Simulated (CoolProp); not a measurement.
Vapour-liquid equilibrium of R114 (1) + benzene (2) at 61.35 °C; x and y are mole fractions of (1).

The numbers come from the multi-fluid Helmholtz-energy mixture model, Platzer 1990 and Thol 2012; pair parameters Bell 2016 in CoolProp. This equation is an older, rougher fit; its heat capacities, sound speeds and derivatives of the liquid may be far off and weren't checked against measurements.

| x | bubble pressure (MPa) | y at the bubble point | dew pressure at overall composition x (MPa) | liquid density (mol/L) |
|---|---|---|---|---|
| 0.05 | 0.1254 | 0.573 | 0.05764 | 10.52 |
| 0.125 | 0.2067 | 0.751 | 0.06251 | 10.29 |
| 0.2 | 0.2665 | 0.814 | 0.06826 | 10.06 |
| 0.275 | 0.3118 | 0.848 | 0.07517 | 9.838 |
| 0.35 | 0.3475 | 0.869 | 0.08362 | 9.614 |
| 0.425 | 0.3774 | 0.885 | 0.09420 | 9.393 |
| 0.5 | 0.4041 | 0.898 | 0.1078 | 9.175 |
| 0.575 | 0.4294 | 0.911 | 0.1260 | 8.960 |
| 0.65 | 0.4548 | 0.923 | 0.1513 | 8.748 |
| 0.725 | 0.4813 | 0.936 | 0.1891 | 8.539 |
| 0.8 | 0.5097 | 0.951 | 0.2505 | 8.333 |
| 0.875 | 0.5407 | 0.967 | 0.3584 | 8.131 |
| 0.95 | 0.5749 | 0.986 | 0.5083 | 7.933 |

No azeotrope shows between x = 0.05 and 0.95.

Pair parameters are fitted to limited data, so mixtures are less certain than the pure fluids. With so large a gap from Raoult's law the liquid may split in two, which this calculation doesn't test in full.
